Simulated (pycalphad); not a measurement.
Source of the numbers: pycalphad with the COST 507 light-alloy database (1999); pressure 1 atm. These are 1990s assessments: newer ones move some temperatures and phases. Amounts are mole fractions of atoms. Kinetics are ignored, which matters at the lower temperatures.

Q: Give the equilibrium state of Cu-15.95Si (at.%) at 700 K.

A: CU56SI11_GAMMA, fraction 0.947, with 16.4 Si at.%; fcc, fraction 0.053, with 7.6 Si at.%.

Q: Give the equilibrium state of Cu-15.95Si (at.%) at 550 K.

A: CU19SI6_ETA, fraction 0.567, with 24.0 Si at.%; fcc, fraction 0.433, with 5.4 Si at.%.

Database names, with the compositions (at.%) that they take in these runs: CU56SI11_GAMMA: Cu 84 Si 16; CU19SI6_ETA: Cu 76 Si 24.
